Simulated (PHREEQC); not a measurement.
Solution (25 °C): 0.035 mol Al(NO3)3, 0.073 mol ZnCl2, 0.0013 mol ZnSO4 and 0.1 mol Zn(NO3)2 per kg of water. Closed to the air; pH follows from the charge balance.

All values are PHREEQC results (ion-association model, phreeqc.dat), not measurements.

Each row changes one thing in this solution. This is a speciation only: nothing precipitates in the calculation.

```csv
case,pH,ionic strength (mol/kgw),Zn+2 (mol/kgw),Cl- (mol/kgw),Al+3 (mol/kgw),ZnCl+ (mol/kgw),SI of Gibbsite (Al(OH)3)
as made,3.51,0.704,0.162,0.134,0.0339,0.0112,-0.18
ZnCl2 from 0.073 to 0.0803 mol/kgw,3.51,0.723,0.168,0.146,0.0339,0.0126,-0.18
temperature from 25 to 65 °C,3.00,0.654,0.139,0.109,(withheld),0.0336,+0.19
ZnSO4 replaced by H2SO4 at the same molality,2.70,(withheld),0.161,0.134,0.0343,0.0111,-2.60
ZnCl2 from 0.073 to 0.146 mol/kgw,3.51,0.884,0.217,0.258,(withheld),0.0267,-0.21
diluted 2-fold with water,3.64,0.356,0.0831,(withheld),(withheld),0.00374,+0.04
```

Q: Fill in the missing entries.

A: 
- temperature from 25 to 65 °C, Al+3 (mol/kgw): 0.0329
- ZnSO4 replaced by H2SO4 at the same molality, ionic strength (mol/kgw): 0.703
- ZnCl2 from 0.073 to 0.146 mol/kgw, Al+3 (mol/kgw): 0.0340
- diluted 2-fold with water, Cl- (mol/kgw): 0.0690
- diluted 2-fold with water, Al+3 (mol/kgw): 0.0169

The ionic strength passes 0.7 mol/kgw, the rough limit of the ion-association models, in as made; ZnCl2 from 0.073 to 0.0803 mol/kgw; ZnSO4 replaced by H2SO4 at the same molality; ZnCl2 from 0.073 to 0.146 mol/kgw. Some of these states are supersaturated (in Gibbsite (slow to form), for instance). At this temperature some constants are extrapolated from 25 °C, and those without enthalpy data are left unchanged.
